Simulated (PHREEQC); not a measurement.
**Nickel, zinc or cadmium bath: an equilibrium model**

Solution (25 °C): 0.00098 mol CdSO4, 0.081 mol NaOH and 0.0011 mol H2SO4 per kg of water. Closed to the air; pH follows from the charge balance.

Model: ion-association model, wateq4f.dat, run in PHREEQC.

Precipitation was switched off in this run.

Question: Predict the pH.

Answer: pH 12.77.

Question: In which forms is S present?

Answer: SO4-2 86 %, NaSO4- 14 % of the S.

Examples of supersaturated solids here: Cd(OH)2. Others may be too. Complexes and solids missing from the database can't appear.
